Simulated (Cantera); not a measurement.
What does this Cantera script print?

```python
import numpy as np
import cantera as ct

gas_names = """
    C CN CO CO2 C2 CCN CNC C2N2 C2O C3 C3O2 C4 C4N2 C5 N NCO NO NO2 NO3 N2 N2O O O2 O3 Pb PbO Pb2
""".split()
cond_names = """
    C(gr) Pb(cr) Pb(L) PbO(rd) PbO(yw) PbO(L) PbO2(s) Pb3O4(s)
""".split()


# ... load() reads the species with a 1 bar reference pressure and builds the phases ...
atoms = {
    'Pb': {'Pb': 1},
    'CO': {'C': 1, 'O': 1},
    'N2': {'N': 2},
}
top_T = {'C(gr)': 4500, 'Pb3O4(s)': 820}  # K; cautious upper limits of use, not melting points


# ... equilibrate(T, P, feed) seeds the gas with the atoms and calls Mixture.equilibrate('TP', solver="vcs", rtol=1e-11, max_steps=5000) ...
results = []
feed = {'Pb': 1, 'CO': 0.47, 'N2': 1.7}  # mol
P = 55000  # Pa
for T in [1300, 1325, 1350, 1375, 1400, 1425, 1450, 1475, 1500]:
    mix = equilibrate(T, P, feed)
    results.append((T, P, feed, dict(zip(mix.species_names, mix.species_moles))))

top = {s: max(r[3][s] / sum(r[3][g] for g in gas_names) for r in results) for s in gas_names}
cols = sorted((s for s in top if top[s] > 0.001), key=lambda s: -top[s])[:6]
seen = [c for c in cond_names if any(r[3].get(c, 0) > 1e-12 for r in results)]
print("log10 of partial pressures in bar; condensed amounts in mol")
print(f"{'T/K':>10s}" + "".join(f"{s[:9]:>10s}" for s in cols + seen))
for T, P, feed, n in results:
    ng = sum(n[g] for g in gas_names)
    print(f"{T:10.4g}" + "".join(f"{np.log10(max(n[s] / ng * P / 1e5, 1e-99)):10.3f}" for s in cols)
          + "".join(f"{n.get(c, 0):10.4g}" for c in seen))
```

Output:

```
log10 of partial pressures in bar; condensed amounts in mol
       T/K        N2        CO        Pb     C(gr)     Pb(L)
      1300    -0.368    -0.927    -2.581 0.0002875    0.9896
      1325    -0.368    -0.927    -2.443 0.0002144    0.9857
      1350    -0.369    -0.928    -2.310 0.0001616    0.9805
      1375    -0.371    -0.929    -2.183  0.000123    0.9738
      1400    -0.373    -0.931    -2.060 9.447e-05    0.9651
      1425    -0.375    -0.933    -1.941 7.317e-05    0.9538
      1450    -0.378    -0.936    -1.827 5.711e-05    0.9395
      1475    -0.381    -0.940    -1.716 4.488e-05    0.9214
      1500    -0.385    -0.944    -1.610 3.549e-05    0.8985
```

Method: chemical equilibrium by Gibbs-energy minimisation in Cantera with the NASA 1993 tables (ideal gas, pure condensed phases).
